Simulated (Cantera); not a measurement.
A freely propagating, adiabatic, planar premixed flame of H₂ : O₂ : N₂ = 1 : 0.357 : 1.5 (molar parts), equivalence ratio 1.4, unburnt at 425 K and 0.132 atm; mixture-averaged transport, grid criteria slope 0.08 and curve 0.16, no radiation.

Computed with Cantera and the H2/O2 subset of GRI-Mech 3.0, which has no nitrogen chemistry. Burning velocities carry a grid error of a few per cent, more on coarse grids.

Task: What does this change do: inlet temperature 425 to 450 K?

Result: 
```
quantity                    before     after
------------------------  --------  --------
laminar burning velocity  359 cm/s  390 cm/s
thermal thickness          5.82 mm   5.91 mm
peak x(HO₂)                9.01e-5   8.19e-5
peak x(O)                  0.00764   0.00783
peak x(H₂O₂)               9.89e-6   6.67e-6
```
